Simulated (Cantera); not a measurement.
**Thermodynamics of silicon nitride deposition, feed SiCl4 + N2**

Input: 1 mol SiCl4, 10 mol N2, held at 615 Torr.

These are equilibrium values from Cantera (NASA tables, ideal gas, pure condensed phases), not measurements of a reactor. Candidate condensed phases: Si, Si3N4; 13 gas species. The tables' values for SiCl3 are old estimates; treat these amounts as uncertain. Rates play no part.

```csv
T (°C),x N2,x SiCl4,x Cl,x SiCl3,x SiCl2,x Cl2
1125,0.909,0.0907,0.000127,0.000158,1.17e-6,1.68e-5
1175,0.909,0.0906,0.000231,0.000278,3.12e-6,2.64e-5
1225,0.909,0.0904,0.000404,0.000469,7.78e-6,4.03e-5
1275,0.908,0.0901,0.000682,0.000765,1.82e-5,5.98e-5
1325,0.908,0.0896,0.00112,0.00121,4.03e-5,8.65e-5
1375,0.907,0.0888,0.00177,0.00185,8.45e-5,0.000122
1425,0.906,0.0877,0.00274,0.00274,0.000169,0.000170
1475,0.905,0.0862,0.00412,0.00394,0.000322,0.000231
1525,0.903,0.0842,0.00608,0.00552,0.000587,0.000309
1575,0.901,0.0815,0.00877,0.00753,0.00103,0.000407
1625,0.897,0.0780,0.0124,0.00997,0.00173,0.000525
1675,0.893,0.0736,0.0171,0.0129,0.00280,0.000664
1725,0.887,0.0683,0.0232,0.0161,0.00437,0.000822
1775,0.880,0.0619,0.0307,0.0195,0.00659,0.000994
```
x: gas mole fraction; nothing condenses.

From 1125 °C to 1775 °C nothing is condensed. The main Si-bearing gas is SiCl4 throughout.
